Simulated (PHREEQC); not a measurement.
A column of 0.2 m (30 cells, dispersivity 0.007 m, 300 s a shift, diffusion coefficient 3e-10 m²/s) holds 0.21 eq of the database's cation exchanger X per kg of pore water, first in equilibrium with 2.4 mmol/kgw CdCl2, 1 mmol/kgw MgCl2 and 0.01 mmol/kgw HCl. It is flushed with 0.014 mol MgSO4, 0.037 mol Na2SO4 and 1e-05 mol HCl per kg of water, at 25 °C. Values are for the last cell. No CO2 enters from the air. Nothing may precipitate in this run.

Model: ion-association model, phreeqc.dat, run in PHREEQC.

### Question
Predict Na in solution (mol/kgw) at pore volumes = 0.25, 2.117, 4.917, 6.55, 7.017.

### Answer
```tsv
pore volumes	Na in solution (mol/kgw)
0.25	0
2.117	0.0506
4.917	0.0727
6.55	0.0735
7.017	0.0736
```
